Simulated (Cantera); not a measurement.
A perfectly stirred reactor is fed with CH4 : H2 : O2 : N2 = 1 : 0.17 : 2.78 : 8.9 (molar parts), at 18.0 bar; it is adiabatic with a 300 K inlet, and is followed from long to short residence time, starting on the burning branch (τ in s: 0.075, 0.026, 0.0087, 0.003, 0.001, 0.00035, 0.00012, 4e-05, 1.4e-05, 4.7e-06).

Detailed kinetics in Cantera: GRI-Mech 3.0 (53 species, 325 reactions). The pressure lies above the range GRI-Mech 3.0 was tuned for (to about 10 atm).

x: mole fraction; the columns are a selection and need not sum to one.

```csv
τ (s),T (K),x CH4,x H2,x O2,x N2O,x C2H6,x H2O,x H2O2
0.075,2092,8.74e-7,0.000101,0.0537,1.04e-6,2.35e-12,0.169,4.18e-7
0.026,2093,2.47e-6,0.000107,0.0540,1.06e-6,1.85e-11,0.169,4.27e-7
0.0087,2093,7.05e-6,0.000125,0.0542,1.13e-6,1.49e-10,0.169,4.49e-7
0.0030,2090,1.86e-5,0.000171,0.0544,1.28e-6,___,0.169,5.04e-7
0.0010,2083,4.69e-5,0.000286,0.0547,1.60e-6,___,0.168,6.36e-7
0.00035,2068,0.000107,0.000522,0.0555,2.01e-6,___,0.168,8.97e-7
0.00012,2037,0.000255,0.00101,0.0575,2.22e-6,___,0.166,1.40e-6
4.0e-5,1953,0.000854,0.00221,0.0637,1.76e-6,___,0.163,2.73e-6
1.4e-5,300,0.0778,0.0132,0.216,<1e-12,<1e-12,<1e-12,<1e-12
4.7e-6,300,0.0778,0.0132,0.216,<1e-12,<1e-12,<1e-12,<1e-12
```

Question: Fill in the missing entries.

Answer: 
- 0.0030, x C2H6: 1.01e-9
- 0.0010, x C2H6: 5.91e-9
- 0.00035, x C2H6: 2.70e-8
- 0.00012, x C2H6: 1.28e-7
- 4.0e-5, x C2H6: 1.36e-6
